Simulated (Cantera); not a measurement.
Source: NASA polynomial tables (part measured, part estimated), evaluated in Cantera. Values are per mole of reaction as written; species without (g) are pure solids or liquids, kept so even where they would boil at 1 bar.

SrO + 2 Cl(g) ⇌ SrCl2 + O(g)

```json
[
 {"T (K)": "1973", "ΔH° (kJ)": "-175.9", "ΔS° (J/K)": "-60.3", "ΔG° (kJ)": "-56.9", "log10 K": "1.51"},
 {"T (K)": "2023", "ΔH° (kJ)": "…", "ΔS° (J/K)": "…", "ΔG° (kJ)": "…", "log10 K": "…"},
 {"T (K)": "2073", "ΔH° (kJ)": "…", "ΔS° (J/K)": "…", "ΔG° (kJ)": "…", "log10 K": "…"},
 {"T (K)": "2123", "ΔH° (kJ)": "…", "ΔS° (J/K)": "…", "ΔG° (kJ)": "…", "log10 K": "…"},
 {"T (K)": "2173", "ΔH° (kJ)": "…", "ΔS° (J/K)": "…", "ΔG° (kJ)": "…", "log10 K": "…"}
]
```

Problem. Fill in the missing entries.

Solution. 
- 2023, ΔH° (kJ): -175.0
- 2023, ΔS° (J/K): -59.8
- 2023, ΔG° (kJ): -53.9
- 2023, log10 K: 1.39
- 2073, ΔH° (kJ): -174.0
- 2073, ΔS° (J/K): -59.4
- 2073, ΔG° (kJ): -50.9
- 2073, log10 K: 1.28
- 2123, ΔH° (kJ): -173.0
- 2123, ΔS° (J/K): -58.9
- 2123, ΔG° (kJ): -48.0
- 2123, log10 K: 1.18
- 2173, ΔH° (kJ): -172.1
- 2173, ΔS° (J/K): -58.5
- 2173, ΔG° (kJ): -45.0
- 2173, log10 K: 1.08
